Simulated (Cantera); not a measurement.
Input: 1 mol PbO, 0.13 mol CO, 20 mol H2, at 13.3 mbar.

Method: chemical equilibrium by Gibbs-energy minimisation in Cantera with the NASA 1993 tables (ideal gas, pure condensed phases). Candidate condensed phases: C, C6H6, C7H8, C8H18, H2O, Pb, PbO, PbO2, Pb3O4; 113 gas species. Rates play no part. All values below are at 973 K.

Base state: H2 0.944, H2O 0.0491, CO 0.00595, Pb 0.000656, CO2 0.000500 (mole fractions); condensed: Pb(l).

### Question
What changes in the equilibrium state with this change: CO from 0.13 to 0.49 mol?

### Answer
| species | before | after |
|---|---|---|
| H2 | 0.944 | 0.928 |
| H2O | 0.0491 | 0.0470 |
| CO | 0.00595 | 0.0221 |
| Pb | 0.000656 | 0.000656 |
| CO2 | 0.000500 | 0.00180 |
| Pb(l), mol | 0.987 | 0.987 |
